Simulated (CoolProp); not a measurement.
Vapour-liquid equilibrium of n-hexane (1) + toluene (2) at 391.5 K; x and y are mole fractions of (1).

Values from CoolProp's multi-fluid Helmholtz-energy mixture model, Thol 2019 and Lemmon 2006; pair parameters Bell 2016.

```tsv
x	bubble pressure (kPa)	y at the bubble point	dew pressure at overall composition x (kPa)	liquid density (mol/L)
0.05	145.1	0.170	130.8	8.263
0.2	195.2	0.462	149.1	7.952
0.35	236.7	0.622	172.8	7.654
0.5	273.4	0.732	204.0	7.369
0.65	307.4	0.821	245.4	7.095
0.8	340.6	0.900	299.0	6.834
0.95	373.8	0.975	362.5	6.583
```

No azeotrope shows between x = 0.05 and 0.95.

Pair parameters are fitted to limited data, so mixtures are less certain than the pure fluids.
